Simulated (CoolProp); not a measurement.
Vapour-liquid equilibrium of R134a (1) + R152A (2) at 185.5 K; x and y are mole fractions of (1).

Values from CoolProp's multi-fluid Helmholtz-energy mixture model, Tillner-Roth 1994 and Outcalt 1996; pair parameters Lemmon 2004.

Problem. Give the bubble pressure and the first vapour's composition at x = 0.125, 0.725, 0.875. Is there an azeotrope?

Solution. x = 0.125: 0.01789 bar, y = 0.086; x = 0.725: 0.01712 bar, y = 0.773; x = 0.875: 0.01802 bar, y = 0.913. y crosses x between x = 0.425 and 0.5: the model has an azeotrope there.

The pair parameters rest on a limited set of measurements; away from them the model extrapolates.
